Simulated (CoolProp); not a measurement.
C2F6 (R116) at 298.15 K and 1.53 MPa is throttled through a valve to 0.636 MPa with no heat exchange. Each further row changes one setting.

Computed with CoolProp (reference Helmholtz-energy equation of state, Lemmon 2006). It is a short technical equation, of lower accuracy than the large ones.

| case | temperature change (K) | final density (kg/m³) |
|---|---|---|
| as stated | ? | ? |
| outlet pressure 0.191 MPa | ? | ? |
| outlet pressure 0.827 MPa | ? | ? |

Fill in the missing entries.


- as stated, temperature change (K): -9.0
- as stated, final density (kg/m³): 39.6
- outlet pressure 0.191 MPa, temperature change (K): -13.3
- outlet pressure 0.191 MPa, final density (kg/m³): 11.4
- outlet pressure 0.827 MPa, temperature change (K): -7.2
- outlet pressure 0.827 MPa, final density (kg/m³): 52.4
